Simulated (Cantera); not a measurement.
Cantera with NASA thermochemical tables; ideal gases at 1 bar, condensed phases pure. Values are per mole of reaction as written; species without (g) are pure solids or liquids, kept so even where they would boil at 1 bar.

CS₂(g) + 2 Ni + 4 H(g) ⇌ CH₄(g) + 2 NiS

```csv
T (K),ΔH° (kJ),ΔS° (J/K),ΔG° (kJ),log10 K,condensed phases
300,-1239.4,-464.6,-1100.0,191.52,"Ni(s), NiS(s)"
1400,-1186.0,-439.9,-570.1,21.27,"Ni(s), NiS(l)"
1450,-1184.7,-439.0,-548.1,19.75,"Ni(s), NiS(l)"
1500,?,?,?,?,"Ni(s), NiS(l)"
1550,-1182.1,-437.2,-504.3,17.00,"Ni(s), NiS(l)"
1600,?,?,?,?,"Ni(s), NiS(l)"
1650,-1179.4,-435.6,-460.7,14.58,"Ni(s), NiS(l)"
1700,-1178.1,-434.8,-438.9,13.49,"Ni(s), NiS(l)"
1750,?,?,?,?,"Ni(l), NiS(l)"
1800,?,?,?,?,"Ni(l), NiS(l)"
```

Task: Fill in the missing entries.

Result: 
- 1500, ΔH° (kJ): -1183.4
- 1500, ΔS° (J/K): -438.1
- 1500, ΔG° (kJ): -526.2
- 1500, log10 K: 18.32
- 1600, ΔH° (kJ): -1180.7
- 1600, ΔS° (J/K): -436.4
- 1600, ΔG° (kJ): -482.5
- 1600, log10 K: 15.75
- 1750, ΔH° (kJ): -1211.1
- 1750, ΔS° (J/K): -453.9
- 1750, ΔG° (kJ): -416.8
- 1750, log10 K: 12.44
- 1800, ΔH° (kJ): -1209.7
- 1800, ΔS° (J/K): -453.1
- 1800, ΔG° (kJ): -394.1
- 1800, log10 K: 11.44
